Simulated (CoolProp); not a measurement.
Properties of R113 along the isobar 19300 kPa (Tc = 487.2 K, pc = 3392 kPa, ω = 0.253).

Model: reference Helmholtz-energy equation of state, Marx 1992, in CoolProp.

| T (K) | phase | cp (kJ/(kg K)) | cv (kJ/(kg K)) | speed of sound (m/s) | isothermal compressibility (1/MPa) | expansivity (1/kK) | fugacity coefficient |
|---|---|---|---|---|---|---|---|
| 329.6 | liquid | 0.9229 | 0.7035 | ___ | 0.001695 | 1.321 | 0.01576 |
| 341 | liquid | 0.9311 | 0.7119 | 679.9 | 0.001858 | ___ | 0.02152 |
| 352.4 | liquid | 0.9393 | 0.7200 | 653.1 | 0.002040 | 1.379 | 0.02862 |
| 363.7 | liquid | 0.9473 | 0.7277 | 627.5 | 0.002241 | 1.413 | 0.03710 |
| 375.1 | liquid | 0.9555 | 0.7350 | 602.5 | 0.002467 | 1.451 | 0.04721 |
| 386.4 | liquid | 0.9635 | 0.7421 | 578.5 | ___ | ___ | 0.05884 |
| 397.8 | liquid | 0.9716 | 0.7489 | 555.1 | 0.003001 | 1.536 | ___ |
| 409.1 | liquid | ___ | 0.7553 | 532.6 | 0.003316 | 1.583 | 0.08717 |
| 420.5 | liquid | 0.9877 | 0.7616 | 510.7 | 0.003674 | 1.635 | 0.1039 |
| 431.9 | liquid | 0.9958 | 0.7677 | ___ | 0.004077 | 1.691 | 0.1222 |
| 443.2 | liquid | 1.004 | 0.7735 | 469.1 | 0.004528 | 1.751 | 0.1419 |
| 454.6 | liquid | 1.012 | 0.7791 | 449.2 | 0.005041 | 1.814 | 0.1631 |
| 465.9 | liquid | 1.020 | 0.7846 | 430.3 | 0.005614 | 1.881 | 0.1855 |
| 477.3 | liquid | 1.027 | 0.7899 | 411.9 | 0.006267 | 1.953 | 0.2092 |
| 488.6 | supercritical | 1.035 | 0.7950 | 394.4 | 0.006996 | 2.027 | 0.2338 |
| 500 | supercritical | 1.042 | 0.7999 | 377.6 | 0.007822 | 2.104 | 0.2594 |

Problem. Fill in the missing entries.

Solution. 
- 329.6, speed of sound (m/s): 707.7
- 341, expansivity (1/kK): 1.349
- 386.4, isothermal compressibility (1/MPa): 0.002718
- 386.4, expansivity (1/kK): 1.491
- 397.8, fugacity coefficient: 0.07224
- 409.1, cp (kJ/(kg K)): 0.9797
- 431.9, speed of sound (m/s): 489.4
